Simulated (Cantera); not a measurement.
A freely propagating, adiabatic, planar premixed flame of H2 : O2 : N2 = 1 : 0.333 : 0.9 (molar parts), unburnt at 600 K and 230000 Pa; mixture-averaged transport, grid criteria slope 0.08 and curve 0.16, no radiation.

Computed with Cantera and the H2/O2 subset of GRI-Mech 3.0, which has no nitrogen chemistry. The hydrogen kinetics of GRI-Mech 3.0 are dated; newer H2 mechanisms differ, most at raised pressure. Burning velocities carry a grid error of a few per cent, more on coarse grids.

x: mole fraction of selected species; z is measured from the peak of heat release.

```
z (mm)        T (K)  u (m/s)        x H2     x O2       x H2O         x O       x HO2        x OH
-------  ----------  -------  ----------  -------  ----------  ----------  ----------  ----------
-0.434          600     11.9       0.448    0.149       <1e-8       <1e-8       <1e-8       <1e-8
-0.290          600     11.9       0.448    0.149       <1e-8       <1e-8       <1e-8       <1e-8
-0.217          600     11.9       0.448    0.149       <1e-8       <1e-8       <1e-8       <1e-8
-0.145          600     11.9       0.448    0.149  (withheld)       <1e-8  (withheld)       <1e-8
-0.0724         620     12.2       0.444    0.149    0.000672     9.91e-6    0.000379     6.56e-5
-0.0362  (withheld)     16.9  (withheld)    0.143  (withheld)  (withheld)    0.000409  (withheld)
0              1383     25.5       0.282   0.0960       0.126     0.00579    0.000174     0.00508
0.0362         1721     31.4       0.175   0.0318       0.243     0.00897     5.55e-5      0.0118
0.0724         1878     34.0       0.148   0.0120       0.281     0.00827     1.99e-5      0.0152
0.145          2038     36.5       0.148  0.00618       0.295     0.00688     9.56e-6      0.0172
0.290          2204     39.0       0.154  0.00428       0.304     0.00503     6.05e-6      0.0175
0.579          2363     41.2       0.159  0.00270       0.315     0.00321     3.64e-6      0.0161
1.16           2499     43.1       0.163  0.00150       0.325     0.00178     2.01e-6      0.0135
```

Complete the blanks.


- -0.145, x H2O: 1.57e-7
- -0.145, x HO2: 5.10e-7
- -0.0362, T (K): 884
- -0.0362, x H2: 0.405
- -0.0362, x H2O: 0.0231
- -0.0362, x O: 0.000500
- -0.0362, x OH: 0.00125
